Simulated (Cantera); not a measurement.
# Equilibrium for carbon deposition, reforming and gasification: C₃H₈ + O₂ + N₂

Charge: 1 mol C₃H₈, 0.043 mol O₂, 9.6 mol N₂, at 9800000 Pa.

Equilibrium computed with Cantera from the NASA thermochemical tables; the gas is ideal and each condensed phase is pure. Candidate condensed phases: C, C₆H₆, C₇H₈, C₈H₁₈, H₂O; 169 gas species. Ions and electrons are included (thermal ionisation). The ideal-gas law is rough above about 30 bar. Equilibrium is a limit: real reactors are often held back by kinetics, nucleation or transport.

From 2000 K to 3000 K the condensed part is C(graphite). From 3500 K to 5000 K nothing is condensed. The main C-bearing gas is HCN throughout.

```csv
T (K),x N₂,x H₂,x H,x HCN,x CN,x HNC,x C₂H₂ (acetylene),n C(graphite)
2000,0.700,0.282,8.73e-5,0.00656,4.77e-8,0.000373,0.000217,2.77
2500,0.685,0.269,0.00132,0.0304,8.62e-6,0.00356,0.00291,2.35
3000,0.653,0.226,0.00758,0.0768,0.000266,0.0145,0.0141,1.22
3500,0.617,0.176,0.0250,0.112,0.00246,0.0296,0.0251,0
4000,0.598,0.158,0.0640,0.102,0.00868,0.0347,0.0183,0
4500,0.571,0.130,0.126,0.0825,0.0211,0.0339,0.0109,0
5000,0.538,0.0969,0.202,0.0564,0.0377,0.0269,0.00490,0
```
x: gas mole fraction; n: condensed amount in mol.
